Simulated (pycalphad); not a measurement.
CALPHAD calculation (pycalphad, COST 507 light-alloy database (1999)), 1 atm. The database dates from 1999; later assessments differ in places, in temperatures and in the compounds included. Kinetics are ignored, which matters at the lower temperatures.

Molar enthalpy of Cu-64Si (at.%) in equilibrium (SER reference):

```json
[
 {"T (K)": "2250", "H (kJ/mol)": "83.90", "phases": "liquid"},
 {"T (K)": "2170", "H (kJ/mol)": "81.61", "phases": "liquid"},
 {"T (K)": "2090", "H (kJ/mol)": "79.31", "phases": "liquid"},
 {"T (K)": "2010", "H (kJ/mol)": "77.01", "phases": "liquid"},
 {"T (K)": "1930", "H (kJ/mol)": "74.72", "phases": "liquid"},
 {"T (K)": "1850", "H (kJ/mol)": "72.42", "phases": "liquid"},
 {"T (K)": "1770", "H (kJ/mol)": "70.13", "phases": "liquid"},
 {"T (K)": "1690", "H (kJ/mol)": "67.83", "phases": "liquid"},
 {"T (K)": "1610", "H (kJ/mol)": "65.53", "phases": "liquid"},
 {"T (K)": "1530", "H (kJ/mol)": "63.22", "phases": "liquid"},
 {"T (K)": "1490", "H (kJ/mol)": "62.07", "phases": "liquid"},
 {"T (K)": "1450", "H (kJ/mol)": "60.83", "phases": "liquid + diamond (Si)"},
 {"T (K)": "1370", "H (kJ/mol)": "46.65", "phases": "liquid + diamond (Si)"},
 {"T (K)": "1290", "H (kJ/mol)": "37.88", "phases": "liquid + diamond (Si)"},
 {"T (K)": "1210", "H (kJ/mol)": "32.07", "phases": "liquid + diamond (Si)"},
 {"T (K)": "1130", "H (kJ/mol)": "27.82", "phases": "liquid + diamond (Si)"},
 {"T (K)": "1050", "H (kJ/mol)": "20.11", "phases": "diamond (Si) + CU19SI6_ETA"},
 {"T (K)": "1010", "H (kJ/mol)": "19.02", "phases": "diamond (Si) + CU19SI6_ETA"},
 {"T (K)": "970", "H (kJ/mol)": "17.94", "phases": "diamond (Si) + CU19SI6_ETA"},
 {"T (K)": "890", "H (kJ/mol)": "15.79", "phases": "diamond (Si) + CU19SI6_ETA"},
 {"T (K)": "810", "H (kJ/mol)": "13.68", "phases": "diamond (Si) + CU19SI6_ETA"},
 {"T (K)": "730", "H (kJ/mol)": "11.59", "phases": "diamond (Si) + CU19SI6_ETA"},
 {"T (K)": "650", "H (kJ/mol)": "9.54", "phases": "diamond (Si) + CU19SI6_ETA"},
 {"T (K)": "570", "H (kJ/mol)": "7.53", "phases": "diamond (Si) + CU19SI6_ETA"}
]
```

Cooling from 1490 K to 1050 K, across the freezing range, releases 42.0 kJ/mol, or 1030 J/g. The slope is 29 J/(mol K) in the liquid and 27 J/(mol K) just below the solidus, where it includes any heat of precipitation. Liquidus 1450 K, solidus 1074 K. Changes were sought between steps of 40 K, so a narrower field can be missed.

Database names, with the compositions (at.%) that they take in these runs: CU19SI6_ETA: Cu 76 Si 24.
